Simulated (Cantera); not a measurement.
## Gas activation for diamond growth

A perfectly stirred reactor is fed with CH4 : H2 : CO2 = 0.031 : 1 : 0.004 (molar parts), at 20.0 Torr; it is held at 1600 K, and followed from long to short residence time.

Detailed kinetics in Cantera: GRI-Mech 3.0 (53 species, 325 reactions). GRI-Mech 3.0 stops at C3 and has no aromatics, soot or wall deposition, so with more carbon than oxygen in the feed, carbon stays in small species such as C2H2 where larger ones or solid carbon would form. Radical loss at walls, strong at low pressure, is not modelled.

```json
[
 {"τ (s)": "7.3", "x CH4": "0.0152", "x H2": "0.970", "x CO2": "0.000180", "x CH2CO": "2.81e-8", "x O2": "<1e-12"},
 {"τ (s)": "1.2", "x CH4": "0.0244", "x H2": "0.966", "x CO2": "0.000927", "x CH2CO": "1.10e-8", "x O2": "<1e-12"},
 {"τ (s)": "0.20", "x CH4": "0.0289", "x H2": "0.965", "x CO2": "0.00266", "x CH2CO": "2.04e-9", "x O2": "<1e-12"},
 {"τ (s)": "0.033", "x CH4": "0.0298", "x H2": "0.966", "x CO2": "0.00373", "x CH2CO": "1.05e-10", "x O2": "<1e-12"},
 {"τ (s)": "0.0055", "x CH4": "0.0299", "x H2": "0.966", "x CO2": "0.00386", "x CH2CO": "<1e-12", "x O2": "<1e-12"},
 {"τ (s)": "0.00090", "x CH4": "0.0299", "x H2": "0.966", "x CO2": "0.00386", "x CH2CO": "<1e-12", "x O2": "<1e-12"},
 {"τ (s)": "0.00015", "x CH4": "0.0300", "x H2": "0.966", "x CO2": "0.00386", "x CH2CO": "<1e-12", "x O2": "<1e-12"}
]
```
x: mole fraction; the columns are a selection and need not sum to one.
